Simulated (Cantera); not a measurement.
Mixture: C3H8 : O2 : N2 = 1 : 2.5 : 14.5 (molar parts), at 110000 Pa, adiabatic and at constant volume. Ignition delay is the time to a rise of 400 K.

Computed with Cantera and GRI-Mech 3.0 (53 species, 325 reactions). GRI-Mech 3.0 was tuned for natural gas; its chemistry of propane as a main component is partial and can be far from experiment.

Task: Predict: delay at 1050 K; delay at 1100 K; delay at 1150 K; delay at 1200 K; delay at 1250 K; delay at 1300 K; delay at 1350 K; apparent activation energy between 1250 and 1350 K.

Result: 
```
Quantity                                                 Value
--------------------------------------------------  ----------
delay at 1050 K                                        0.222 s
delay at 1100 K                                        67.4 ms
delay at 1150 K                                        21.5 ms
delay at 1200 K                                        7.47 ms
delay at 1250 K                                        2.85 ms
delay at 1300 K                                        1.20 ms
delay at 1350 K                                       0.562 ms
apparent activation energy between 1250 and 1350 K  230 kJ/mol
```
